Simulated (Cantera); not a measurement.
Input (Python, Cantera):

```python
import numpy as np
import cantera as ct

gas = ct.Solution("SiF4_NH3_mec.yaml", "gas")
gas.TPX = 1875, 150000, {'NH3': 1, 'N2': 0.19}
reactor = ct.IdealGasConstPressureReactor(gas, energy="off", clone=False)
net = ct.ReactorNet([reactor])
net.rtol, net.atol = 1e-08, 1e-18
show = ['NH3', 'N2', 'NH2', 'H', 'NH', 'N2H4']
times = np.geomspace(0.0002, 200, 11)

steps = ct.SolutionArray(gas, extra=["t"])
rows = []
print(f"{'t/s':>10s}{'T/K':>9s}{'P/Pa':>11s}" + "".join(f"{s:>11s}" for s in show))
for t in times:
    while net.time < t:
        t_next = net.step()
        steps.append(gas.state, t=t_next)
    rows.append([np.interp(t, steps.t, y) for y in (steps.T, steps.P, *steps(*show).X.T)])
    print(f"{t:10.3e}{rows[-1][0]:9.1f}{rows[-1][1]:11.4g}" + "".join(f"{x:11.3e}" for x in rows[-1][2:]))
rate = np.gradient(steps.T, steps.t)
print("integrator steps:", len(steps.t))
if steps.T.max() > steps.T[0] + 200:
    print(f"time of steepest temperature rise: {steps.t[rate.argmax()]:.4e} s")
gas.TPX = 1875, 150000, {'NH3': 1, 'N2': 0.19}
gas.equilibrate("TP")
print(f"equilibrium (TP): T = {gas.T:.1f} K  " + "  ".join(f"{s} {gas[s].X[0]:.3e}" for s in show))
```

Output:

```
       t/s      T/K       P/Pa        NH3         N2        NH2          H         NH       N2H4
 2.000e-04   1875.0    1.5e+05  8.383e-01  1.598e-01  6.344e-04  6.589e-07  2.832e-06  8.274e-07
 7.962e-04   1875.0    1.5e+05  8.314e-01  1.611e-01  6.446e-04  2.241e-06  3.188e-06  8.544e-07
 3.170e-03   1875.0    1.5e+05  8.049e-01  1.660e-01  6.077e-04  8.065e-06  3.742e-06  7.593e-07
 1.262e-02   1875.0    1.5e+05  7.117e-01  1.832e-01  5.295e-04  2.833e-05  4.428e-06  5.765e-07
 5.024e-02   1875.0    1.5e+05  4.676e-01  2.284e-01  3.839e-04  9.019e-05  4.296e-06  3.031e-07
 2.000e-01   1875.0    1.5e+05  1.507e-01  2.871e-01  1.683e-04  2.265e-04  2.747e-06  5.819e-08
 7.962e-01   1875.0    1.5e+05  2.028e-02  3.112e-01  3.260e-05  3.878e-04  7.830e-07  2.182e-09
 3.170e+00   1875.0    1.5e+05  3.007e-03  3.144e-01  5.371e-06  4.399e-04  1.438e-07  5.922e-11
 1.262e+01   1875.0    1.5e+05  6.416e-04  3.149e-01  1.157e-06  4.452e-04  3.128e-08  2.746e-12
 5.024e+01   1875.0    1.5e+05  1.549e-04  3.150e-01  2.794e-07  4.457e-04  7.560e-09  1.602e-13
 2.000e+02   1875.0    1.5e+05  3.966e-05  3.150e-01  7.154e-08  4.457e-04  1.936e-09  1.051e-14
integrator steps: 1831
equilibrium (TP): T = 1875.0 K  NH3 1.191e-05  N2 3.150e-01  NH2 2.147e-08  H 4.457e-04  NH 5.810e-10  N2H4 9.501e-16
```

Model: the gas-phase N/H chemistry of the illustrative SiF4/NH3 mechanism in the Surface Chemkin manual (1991), integrated in Cantera. Walls and surfaces, which speed up NH3 decomposition in real reactors, are not modelled.
